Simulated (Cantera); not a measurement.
# Thermodynamics of silicon nitride deposition, feed trisilylamine + N2 + H2

Feed: 1 mol trisilylamine, a varied amount of N2, 3.9 mol H2, equilibrated at 97.5 Torr.

Equilibrium computed with Cantera from the NASA thermochemical tables; the gas is ideal and each condensed phase is pure. Candidate condensed phases: Si, Si3N4; 18 gas species. The feed counts by its element totals alone. Mutual solubility and eutectic melting of coexisting phases are not modelled. The numbers say what is thermodynamically allowed, not how fast it happens.

Map the stable condensed phases over T = 1448, 1498, 1548, 1598, 1648, 1698, 1748, 1798, 1848, 1898, 1948, 1998 K and n(N2) in mol = 5.3, 7.6, 9.9, 12, 15, 17, 19, 21, 24, 26, 28, 31, 33.


```
T in K \ n(N2) in mol
         5.3 7.6 9.9  12  15  17  19  21  24  26  28  31  33
   1998    A   A   A   A   A   A   A   A   A   A   A   A   A
   1948    A   A   A   A   B   C   C   C   C   C   C   C   C
   1898    C   C   C   C   C   C   C   C   C   C   C   C   C
   1848    C   C   C   C   C   C   C   C   C   C   C   C   C
   1798    C   C   C   C   C   C   C   C   C   C   C   C   C
   1748    C   C   C   C   C   C   C   C   C   C   C   C   C
   1698    C   C   C   C   C   C   C   C   C   C   C   C   C
   1648    C   C   C   C   C   C   C   C   C   C   C   C   C
   1598    C   C   C   C   C   C   C   C   C   C   C   C   C
   1548    C   C   C   C   C   C   C   C   C   C   C   C   C
   1498    C   C   C   C   C   C   C   C   C   C   C   C   C
   1448    C   C   C   C   C   C   C   C   C   C   C   C   C
```
A: Si; B: Si + Si3N4; C: Si3N4.
